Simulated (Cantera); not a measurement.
An adiabatic, constant-pressure homogeneous reactor starts with CH₃OH : O₂ : N₂ : CO₂ = 1 : 0.789 : 2.97 : 0.31 (molar parts), at 1698 K and 520000 Pa. Integrator tolerance rtol = 1e-08.

Model: GRI-Mech 3.0 (53 species, 325 reactions), integrated in Cantera. GRI-Mech 3.0 was tuned for natural gas; its chemistry of methanol as a main component is partial and can be far from experiment.

Task: What does this change do: initial temperature 1698 to 1625 K?

Result: 
| quantity | before | after |
|---|---|---|
| time of steepest temperature rise | 8.76 µs | 14.9 µs |
| temperature at 4.00 s | 2723 K | 2674 K |
| equilibrium temperature | 2723 K | 2674 K |
| x(CH₃OH) at 4.00 s | <1e-12 (gas-phase equilibrium <1e-12) | <1e-12 (gas-phase equilibrium <1e-12) |
| x(O₂) at 4.00 s | 0.000408 (gas-phase equilibrium 0.000408) | 0.000271 (gas-phase equilibrium 0.000271) |
| x(CO₂) at 4.00 s | 0.0613 (gas-phase equilibrium 0.0613) | 0.0622 (gas-phase equilibrium 0.0622) |
| x(CH₂) at 4.00 s | 3.52e-12 (gas-phase equilibrium 3.80e-12) | 2.86e-12 (gas-phase equilibrium 3.09e-12) |
| x(C₂H₆) at 4.00 s | <1e-12 (gas-phase equilibrium <1e-12) | <1e-12 (gas-phase equilibrium <1e-12) |

Task: What does this change do: CO2 0.31 to 0.16 parts?

Result: 
```
quantity                                                              before                                      after
---------------------------------  -----------------------------------------  -----------------------------------------
time of steepest temperature rise                                    8.76 µs                                    8.65 µs
temperature at 4.00 s                                                 2723 K                                     2756 K
equilibrium temperature                                               2723 K                                     2756 K
x(CH₃OH) at 4.00 s                     <1e-12 (gas-phase equilibrium <1e-12)      <1e-12 (gas-phase equilibrium <1e-12)
x(O₂) at 4.00 s                    0.000408 (gas-phase equilibrium 0.000408)  0.000384 (gas-phase equilibrium 0.000384)
x(CO₂) at 4.00 s                       0.0613 (gas-phase equilibrium 0.0613)      0.0490 (gas-phase equilibrium 0.0490)
x(CH₂) at 4.00 s                   3.52e-12 (gas-phase equilibrium 3.80e-12)  5.14e-12 (gas-phase equilibrium 5.54e-12)
x(C₂H₆) at 4.00 s                      <1e-12 (gas-phase equilibrium <1e-12)      <1e-12 (gas-phase equilibrium <1e-12)
```
